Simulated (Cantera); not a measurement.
A perfectly stirred reactor is fed with 33.9 % CO, 1.49 % H2, 12.7 % O2, 47.5 % N2, 4.41 % CO2, at 0.230 bar; it is adiabatic with a 675 K inlet, and is followed from long to short residence time, starting on the burning branch (τ in s: 0.29, 0.12, 0.051, 0.021, 0.0089, 0.0037, 0.0016, 0.00065, 0.00027, 0.00011, 4.7e-05).

Computed with Cantera and GRI-Mech 3.0 (53 species, 325 reactions).

Task: Predict: blow-out, bracketed by the residence times tried; x(CO) at τ = 0.290 s; x(H2) at τ = 0.290 s; x(O2) at τ = 0.290 s; x(O) at τ = 0.290 s; x(NO2) at τ = 0.290 s; x(CO) at τ = 3.70 ms; x(H2) at τ = 3.70 ms; x(O2) at τ = 3.70 ms; x(O) at τ = 3.70 ms; x(NO2) at τ = 3.70 ms.

Result: 
```
Property                                                                         Value
------------------------------------------------  ------------------------------------
blow-out, bracketed by the residence times tried  burning at 0.650 ms, out at 0.270 ms
x(CO) at τ = 0.290 s                                                             0.147
x(H2) at τ = 0.290 s                                                           0.00119
x(O2) at τ = 0.290 s                                                            0.0139
x(O) at τ = 0.290 s                                                            0.00301
x(NO2) at τ = 0.290 s                                                          2.67e-7
x(CO) at τ = 3.70 ms                                                             0.203
x(H2) at τ = 3.70 ms                                                           0.00143
x(O2) at τ = 3.70 ms                                                            0.0398
x(O) at τ = 3.70 ms                                                             0.0243
x(NO2) at τ = 3.70 ms                                                          6.30e-9
```
